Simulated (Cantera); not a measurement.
## Stirred combustor or abatement burner

A perfectly stirred reactor is fed with CO : H2 : CH4 : O2 : N2 = 1 : 0.12 : 0.044 : 1.3 : 3.69 (molar parts), at 4730 Torr; it is adiabatic with a 598 K inlet, and is followed from long to short residence time, starting on the burning branch (τ in s: 0.02, 0.012, 0.0073, 0.0044, 0.0026, 0.0016, 0.00094, 0.00056, 0.00034, 0.0002, 0.00012, 7.2e-05, 4.3e-05).

Detailed kinetics in Cantera: GRI-Mech 3.0 (53 species, 325 reactions).

```json
[
 {"τ (s)": "0.020", "T (K)": "2174", "x CO": "0.00177", "x H2": "5.84e-5", "x CH4": "4.80e-7", "x HO2": "3.60e-6", "x H2O2": "1.06e-7", "x C2H2": "<1e-12"},
 {"τ (s)": "0.012", "T (K)": "2171", "x CO": "0.00215", "x H2": "6.82e-5", "x CH4": "7.34e-7", "x HO2": "3.78e-6", "x H2O2": "1.11e-7", "x C2H2": "1.14e-12"},
 {"τ (s)": "0.0073", "T (K)": "2167", "x CO": "0.00270", "x H2": "8.25e-5", "x CH4": "1.08e-6", "x HO2": "4.07e-6", "x H2O2": "1.18e-7", "x C2H2": "1.99e-12"},
 {"τ (s)": "0.0044", "T (K)": "2160", "x CO": "0.00351", "x H2": "0.000104", "x CH4": "1.57e-6", "x HO2": "4.57e-6", "x H2O2": "1.30e-7", "x C2H2": "3.14e-12"},
 {"τ (s)": "0.0026", "T (K)": "2149", "x CO": "0.00472", "x H2": "0.000136", "x CH4": "2.25e-6", "x HO2": "5.42e-6", "x H2O2": "1.48e-7", "x C2H2": "4.51e-12"},
 {"τ (s)": "0.0016", "T (K)": "2135", "x CO": "0.00626", "x H2": "0.000177", "x CH4": "3.11e-6", "x HO2": "6.66e-6", "x H2O2": "1.72e-7", "x C2H2": "5.84e-12"},
 {"τ (s)": "0.00094", "T (K)": "2115", "x CO": "0.00855", "x H2": "0.000237", "x CH4": "4.40e-6", "x HO2": "8.77e-6", "x H2O2": "2.07e-7", "x C2H2": "7.31e-12"},
 {"τ (s)": "0.00056", "T (K)": "2089", "x CO": "0.0115", "x H2": "0.000314", "x CH4": "6.20e-6", "x HO2": "1.19e-5", "x H2O2": "2.54e-7", "x C2H2": "8.83e-12"},
 {"τ (s)": "0.00034", "T (K)": "2056", "x CO": "0.0153", "x H2": "0.000408", "x CH4": "8.74e-6", "x HO2": "1.64e-5", "x H2O2": "3.15e-7", "x C2H2": "1.05e-11"},
 {"τ (s)": "0.00020", "T (K)": "2010", "x CO": "0.0206", "x H2": "0.000531", "x CH4": "1.29e-5", "x HO2": "2.35e-5", "x H2O2": "4.04e-7", "x C2H2": "1.27e-11"},
 {"τ (s)": "0.00012", "T (K)": "1953", "x CO": "0.0274", "x H2": "0.000671", "x CH4": "1.96e-5", "x HO2": "3.38e-5", "x H2O2": "5.29e-7", "x C2H2": "1.58e-11"},
 {"τ (s)": "7.2e-5", "T (K)": "1876", "x CO": "0.0370", "x H2": "0.000835", "x CH4": "3.22e-5", "x HO2": "4.97e-5", "x H2O2": "7.29e-7", "x C2H2": "2.08e-11"},
 {"τ (s)": "4.3e-5", "T (K)": "1756", "x CO": "0.0532", "x H2": "0.00105", "x CH4": "6.44e-5", "x HO2": "7.84e-5", "x H2O2": "1.16e-6", "x C2H2": "3.23e-11"}
]
```
x: mole fraction; the columns are a selection and need not sum to one.
